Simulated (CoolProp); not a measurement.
A single-stage vapour-compression cycle with the fluid: evaporating at 231.15 K (dew point), condensing at 258.15 K (bubble point), superheat 2 K, subcooling 8 K, compressor efficiency 0.8, no pressure losses. The same conditions are run with several fluids, on thermodynamics alone (safety and materials aside).

Model: reference Helmholtz-energy equation of state of each fluid (R124: de Vries 1995; propane: Lemmon 2009; ethane: Bücker 2006; dimethyl ether: Wu 2011; R407C: Lemmon 2003; ethylene: Smukala 2000), in CoolProp. Blends and air are pseudo-pure fits.

| fluid | cooling COP | pressure ratio | discharge temperature (K) | refrigerating effect (kJ/kg) | volumetric capacity (kJ/m³) |
|---|---|---|---|---|---|
| R124 | 6.56 | 3.77 | 272.0 | ___ | 272 |
| propane | 6.51 | ___ | 276.6 | 385 | 925 |
| ethane | 6.11 | ___ | 280.2 | 364 | 4720 |
| dimethyl ether | 6.51 | 3.39 | 286.7 | 445 | ___ |
| R407C | 5.03 | 4.37 | 294.6 | 220 | ___ |
| ethylene | 5.65 | 2.10 | 284.7 | 310 | 7650 |

### Question
Fill in the missing entries.

### Answer

- R124, refrigerating effect (kJ/kg): 161
- propane, pressure ratio: 2.86
- ethane, pressure ratio: 2.24
- dimethyl ether, volumetric capacity (kJ/m³): 484
- R407C, volumetric capacity (kJ/m³): 782
